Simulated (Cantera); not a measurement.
# Equilibrium for thermal oxidation and active oxidation of silicon: Si + CO2 + N2 + H2O

A closed system holds: 1 mol Si, 0.65 mol CO2, 1.1 mol N2, a varied amount of H2O, held at 1550 K and 0.133 bar.

Equilibrium computed with Cantera from the NASA thermochemical tables; the gas is ideal and each condensed phase is pure. Candidate condensed phases: C, C6H6, C7H8, C8H18, H2O, Si, SiC, SiO2, Si2N2O, Si3N4; 151 gas species. Mutual solubility and eutectic melting of coexisting phases are not modelled. The tables hold silica as quartz up to 1696 K and as liquid above; real silica turns to tridymite and cristobalite and melts near 1996 K. Gases not in the tables: Si(OH)4. Kinetics and transport are ignored.

From 0.18 mol H2O to 1.2 mol H2O the condensed part is SiO2(β-quartz) + Si2N2O(s). From 1.7 mol H2O to 3.5 mol H2O the condensed part is SiO2(β-quartz).

```csv
n(H2O) (mol),x N2,x CO,x H2,x H2O,x CO2,x SiO,n SiO2(β-quartz),n Si2N2O(s)
0.18,0.461,0.422,0.117,3.93e-5,5.08e-5,0.000154,0.220,0.390
0.26,0.447,0.395,0.158,5.26e-5,4.70e-5,0.000156,0.273,0.363
0.38,0.430,0.360,0.210,6.92e-5,4.23e-5,0.000158,0.353,0.323
0.55,0.410,0.320,0.270,8.75e-5,3.70e-5,0.000161,0.467,0.267
0.8,0.387,0.274,0.338,0.000107,3.12e-5,0.000164,0.633,0.183
1.2,0.362,0.224,0.414,0.000129,2.49e-5,0.000167,0.900,0.0499
1.7,0.319,0.175,0.405,0.0879,0.0136,2.40e-7,1.000,0
2.4,0.265,0.128,0.354,0.224,0.0289,8.22e-8,1.00,0
3.5,0.210,0.0854,0.295,0.371,0.0384,4.14e-8,1.00,0
```
x: gas mole fraction; n: condensed amount in mol.
